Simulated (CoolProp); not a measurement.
Model: reference Helmholtz-energy equation of state, Span 1996, in CoolProp.

For carbon dioxide, give the phase and the cp (kJ/(kg K)), expansivity (1/kK), conductivity (mW/(m K)), fugacity coefficient at 345.2 K and 0.939 MPa.


- 345.2 K and 0.939 MPa: gas; cp 0.932, expansivity 3.20, conductivity 20.8, fugacity coefficient 0.972

Thermal conductivity comes from a separate model (Huber 2016).
